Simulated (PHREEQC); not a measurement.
Make-up at 25 °C: 0.49 mmol/kgw NiCl2, 0.043 mmol/kgw NaH2PO4 and 1.2 mmol/kgw NaCl. Closed to the air; pH follows from the charge balance.

Computed with PHREEQC (ion-association model, wateq4f.dat).

The ionic strength comes out as 0.00271 mol/kgw. What activity coefficients do Cl-, H2PO4-, Na+, HPO4-2, Ni+2 get?

Cl- 0.94, H2PO4- 0.95, Na+ 0.94, HPO4-2 0.80, Ni+2 0.80.

Precipitation was switched off in this run. Complexes and solids missing from the database can't appear. H3PO4, which wateq4f.dat lacks, is added to it with the constant of phreeqc.dat. The database has no phosphate complexes of Ni.
